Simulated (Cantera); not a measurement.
A perfectly stirred reactor is fed with C₂H₆ : N₂ = 1 : 200 (molar parts), at 3200 Pa; it is held at 1750 K, and followed from long to short residence time.

Detailed kinetics in Cantera: GRI-Mech 3.0 (53 species, 325 reactions). GRI-Mech 3.0 stops at C3 and has no aromatics, soot or wall deposition, so with more carbon than oxygen in the feed, carbon stays in small species such as C2H2 where larger ones or solid carbon would form. Radical loss at walls, strong at low pressure, is not modelled.

Task: What does this change do: N2 200 to 78 parts?

Result: 
```
quantity                  before     after
----------------------  --------  --------
x(C₂H₆) at τ = 2.80 s    6.20e-7   1.31e-6
x(C₂H₄) at τ = 2.80 s    4.90e-6   8.89e-6
x(CH₄) at τ = 2.80 s    0.000138  0.000353
x(C₂H) at τ = 2.80 s     6.21e-7   1.13e-6
x(C₂H₂) at τ = 2.80 s    0.00451    0.0118
x(C₂H₆) at τ = 0.140 s   1.10e-5   2.29e-5
x(C₂H₄) at τ = 0.140 s   6.92e-5  0.000125
x(CH₄) at τ = 0.140 s   0.000373   0.00103
x(C₂H) at τ = 0.140 s    9.41e-7   1.56e-6
x(C₂H₂) at τ = 0.140 s   0.00444    0.0114
```
